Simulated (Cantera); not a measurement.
# Equilibrium for titanium nitride, carbide and oxide coatings: Ti + H₂ + C₃H₈

A closed system holds: 1 mol Ti, 5.2 mol H₂, 0.08 mol C₃H₈, at 15.0 Pa.

These are equilibrium values from Cantera (NASA tables, ideal gas, pure condensed phases), not measurements of a reactor. Candidate condensed phases: C, C₆H₆, C₇H₈, C₈H₁₈, Ti, TiC; 77 gas species. Mutual solubility and eutectic melting of coexisting phases are not modelled. TiC: taken at fixed stoichiometry. Condensed phases not in the tables: N, O or C dissolved in the metal. Rates play no part.

From 727 °C to 827 °C the condensed part is Ti(α) + TiC(s). From 927 °C to 1627 °C the condensed part is Ti(β) + TiC(s). At 1727 °C the condensed part is Ti(l) + TiC(s). From 1827 °C to 1927 °C the condensed part is TiC(s).

```json
[
 {"T (°C)": "727", "log p H₂": "-3.82", "log p H": "-10.56", "log p Ti": "<-15", "log p C": "<-15", "log p C₂H₂ (acetylene)": "<-15", "n Ti(α)": "0.760", "n TiC(s)": "0.240", "n Ti(β)": "0", "n Ti(l)": "0"},
 {"T (°C)": "827", "log p H₂": "-3.82", "log p H": "-9.50", "log p Ti": "-14.82", "log p C": "<-15", "log p C₂H₂ (acetylene)": "<-15", "n Ti(α)": "0.760", "n TiC(s)": "0.240", "n Ti(β)": "0", "n Ti(l)": "0"},
 {"T (°C)": "927", "log p H₂": "-3.82", "log p H": "-8.62", "log p Ti": "-12.98", "log p C": "<-15", "log p C₂H₂ (acetylene)": "<-15", "n Ti(α)": "0", "n TiC(s)": "0.240", "n Ti(β)": "0.760", "n Ti(l)": "0"},
 {"T (°C)": "1027", "log p H₂": "-3.82", "log p H": "-7.87", "log p Ti": "-11.44", "log p C": "<-15", "log p C₂H₂ (acetylene)": "<-15", "n Ti(α)": "0", "n TiC(s)": "0.240", "n Ti(β)": "0.760", "n Ti(l)": "0"},
 {"T (°C)": "1127", "log p H₂": "-3.82", "log p H": "-7.23", "log p Ti": "-10.11", "log p C": "<-15", "log p C₂H₂ (acetylene)": "<-15", "n Ti(α)": "0", "n TiC(s)": "0.240", "n Ti(β)": "0.760", "n Ti(l)": "0"},
 {"T (°C)": "1227", "log p H₂": "-3.82", "log p H": "-6.67", "log p Ti": "-8.97", "log p C": "<-15", "log p C₂H₂ (acetylene)": "<-15", "n Ti(α)": "0", "n TiC(s)": "0.240", "n Ti(β)": "0.760", "n Ti(l)": "0"},
 {"T (°C)": "1327", "log p H₂": "-3.83", "log p H": "-6.18", "log p Ti": "-7.97", "log p C": "<-15", "log p C₂H₂ (acetylene)": "<-15", "n Ti(α)": "0", "n TiC(s)": "0.240", "n Ti(β)": "0.760", "n Ti(l)": "0"},
 {"T (°C)": "1427", "log p H₂": "-3.83", "log p H": "-5.75", "log p Ti": "-7.09", "log p C": "<-15", "log p C₂H₂ (acetylene)": "<-15", "n Ti(α)": "0", "n TiC(s)": "0.240", "n Ti(β)": "0.757", "n Ti(l)": "0"},
 {"T (°C)": "1527", "log p H₂": "-3.84", "log p H": "-5.37", "log p Ti": "-6.31", "log p C": "<-15", "log p C₂H₂ (acetylene)": "<-15", "n Ti(α)": "0", "n TiC(s)": "0.240", "n Ti(β)": "0.742", "n Ti(l)": "0"},
 {"T (°C)": "1627", "log p H₂": "-3.86", "log p H": "-5.03", "log p Ti": "-5.62", "log p C": "<-15", "log p C₂H₂ (acetylene)": "<-15", "n Ti(α)": "0", "n TiC(s)": "0.240", "n Ti(β)": "0.666", "n Ti(l)": "0"},
 {"T (°C)": "1727", "log p H₂": "-3.91", "log p H": "-4.75", "log p Ti": "-5.00", "log p C": "-14.63", "log p C₂H₂ (acetylene)": "-15.26", "n Ti(α)": "0", "n TiC(s)": "0.240", "n Ti(β)": "0", "n Ti(l)": "0.342"},
 {"T (°C)": "1827", "log p H₂": "-3.99", "log p H": "-4.50", "log p Ti": "-4.79", "log p C": "-13.15", "log p C₂H₂ (acetylene)": "-13.89", "n Ti(α)": "0", "n TiC(s)": "0.240", "n Ti(β)": "0", "n Ti(l)": "0"},
 {"T (°C)": "1927", "log p H₂": "-4.08", "log p H": "-4.29", "log p Ti": "-4.82", "log p C": "-11.58", "log p C₂H₂ (acetylene)": "-12.21", "n Ti(α)": "0", "n TiC(s)": "0.240", "n Ti(β)": "0", "n Ti(l)": "0"}
]
```
log p: log10 of the partial pressure in bar; n: condensed amount in mol.
